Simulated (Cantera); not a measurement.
Charge: 1 mol Si3H8, 1.1 mol HCl, 35 mol H2, at 99.0 mbar.

Method: chemical equilibrium by Gibbs-energy minimisation in Cantera with the NASA 1993 tables (ideal gas, pure condensed phases). Candidate condensed phases: Si; 19 gas species. The feed counts by its element totals alone. The tables' values for SiCl, SiCl3 are old estimates; treat these amounts as uncertain. Gases not in the tables: Si2H6 and higher silanes. Equilibrium is a limit: real reactors are often held back by kinetics, nucleation or transport. All values below are at 1725 K.

Base state: H2 0.974, HCl 0.0235, SiCl2 0.00195, H 0.000583, SiH2 1.68e-5, Cl 1.09e-5, SiCl 1.06e-5, SiCl3 1.04e-5 (mole fractions); condensed: Si(l).

What changes in the equilibrium state with this change: HCl from 1.1 to 0.13 mol?


```json
[
 {"species": "H2", "before": "0.974", "after": "0.996"},
 {"species": "HCl", "before": "0.0235", "after": "0.00325"},
 {"species": "H", "before": "0.000583", "after": "0.000589"},
 {"species": "SiCl2", "before": "0.00195", "after": "3.65e-5"},
 {"species": "SiCl3", "before": "1.04e-5", "after": "2.66e-8"},
 {"species": "Cl", "before": "1.09e-5", "after": "1.49e-6"},
 {"species": "Si(l), mol", "before": "2.92", "after": "3.00"}
]
```
